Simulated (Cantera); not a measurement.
Si(CH3)4 + C2H4 + H2 (silicon carbide growth)

Feed: 1 mol Si(CH3)4, 0.013 mol C2H4, 1.7 mol H2, equilibrated at 1348.15 K and 0.100 bar.

Equilibrium computed with Cantera from the NASA thermochemical tables; the gas is ideal and each condensed phase is pure. Candidate condensed phases: C, C6H6, C7H8, C8H18, Si, SiC; 87 gas species. The numbers say what is thermodynamically allowed, not how fast it happens.

```json
{
  "x(H2)": "0.999",
  "x(CH4)": "0.000582",
  "x(H)": "7.33e-6",
  "x(C2H2 (acetylene))": "1.20e-6",
  "n(C(graphite))": "3.02 mol",
  "n(SiC(s))": "1.00 mol",
  "gas_amount": "7.722 mol",
  "log10 activity of Si(s) (absent)": "-2.42"
}
```
